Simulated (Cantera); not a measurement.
Feed: 1 mol C₆H₆, 0.19 mol H₂O, 8.2 mol H₂, at 723 K and 0.240 bar.

Equilibrium computed with Cantera from the NASA thermochemical tables; the gas is ideal and each condensed phase is pure. Equilibrium is a limit: real reactors are often held back by kinetics, nucleation or transport.

```csv
species,before,after
CH₄,0.411,0.631
H₂,0.566,0.342
H₂O,0.0222,0.0264
CO,0.000800,0.000373
CO₂,0.000241,0.000221
"C(graphite), mol",2.67,1.59
```
Gas species are given as mole fractions.

Q: Which change was made?
(A) temperature from 723 K to 2598.15 K
(B) pressure from 0.240 bar to 1 atm
(C) temperature from 723 K to 2523.15 K
(D) temperature from 723 K to 1798 K

A: B, pressure from 0.240 bar to 1 atm
